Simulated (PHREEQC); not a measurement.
Solution (15 °C): 0.2 mol/kgw CdCl2, 8.2e-05 mol/kgw NaCl and 0.00048 mol/kgw HCl. Closed to the air; pH follows from the charge balance.

The numbers come from PHREEQC with the ion-association model, phreeqc.dat.

This is a speciation only: nothing precipitates in the calculation.

Question: Predict the pH, density.

Answer: pH 3.42; density 1.031 g/cm³.

Question: In which forms is Cd present?

Answer: CdCl+ 63 %, CdCl2 22 %, Cd+2 13 %, CdCl3- 2.1 % of the Cd.
